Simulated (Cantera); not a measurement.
Standard-state values (1 bar) from the NASA 1993 polynomials, evaluated with Cantera. Values are per mole of reaction as written; species without (g) are pure solids or liquids, kept so even where they would boil at 1 bar.

2 CrO₃(g) + N(g) = Cr₂N + 6 O(g)

```json
[
 {"T (K)": "300", "ΔH° (kJ)": "1482.7", "ΔS° (J/K)": "346.0", "ΔG° (kJ)": "1378.9", "log10 K": "-240.09"},
 {"T (K)": "473", "ΔH° (kJ)": "[?]", "ΔS° (J/K)": "[?]", "ΔG° (kJ)": "[?]", "log10 K": "[?]"},
 {"T (K)": "523", "ΔH° (kJ)": "1494.5", "ΔS° (J/K)": "376.0", "ΔG° (kJ)": "1297.9", "log10 K": "-129.62"},
 {"T (K)": "573", "ΔH° (kJ)": "1496.7", "ΔS° (J/K)": "379.9", "ΔG° (kJ)": "1279.0", "log10 K": "-116.59"},
 {"T (K)": "623", "ΔH° (kJ)": "[?]", "ΔS° (J/K)": "[?]", "ΔG° (kJ)": "[?]", "log10 K": "[?]"},
 {"T (K)": "673", "ΔH° (kJ)": "1500.7", "ΔS° (J/K)": "386.3", "ΔG° (kJ)": "1240.7", "log10 K": "-96.29"},
 {"T (K)": "723", "ΔH° (kJ)": "1502.5", "ΔS° (J/K)": "389.0", "ΔG° (kJ)": "1221.3", "log10 K": "-88.23"},
 {"T (K)": "773", "ΔH° (kJ)": "[?]", "ΔS° (J/K)": "[?]", "ΔG° (kJ)": "[?]", "log10 K": "[?]"},
 {"T (K)": "823", "ΔH° (kJ)": "[?]", "ΔS° (J/K)": "[?]", "ΔG° (kJ)": "[?]", "log10 K": "[?]"},
 {"T (K)": "873", "ΔH° (kJ)": "1508.0", "ΔS° (J/K)": "395.9", "ΔG° (kJ)": "1162.4", "log10 K": "-69.55"}
]
```

**Question.** Fill in the missing entries.

**Answer.** 
- 473, ΔH° (kJ): 1492.2
- 473, ΔS° (J/K): 371.4
- 473, ΔG° (kJ): 1316.6
- 473, log10 K: -145.39
- 623, ΔH° (kJ): 1498.7
- 623, ΔS° (J/K): 383.3
- 623, ΔG° (kJ): 1259.9
- 623, log10 K: -105.63
- 773, ΔH° (kJ): 1504.4
- 773, ΔS° (J/K): 391.5
- 773, ΔG° (kJ): 1201.8
- 773, log10 K: -81.21
- 823, ΔH° (kJ): 1506.2
- 823, ΔS° (J/K): 393.8
- 823, ΔG° (kJ): 1182.2
- 823, log10 K: -75.03
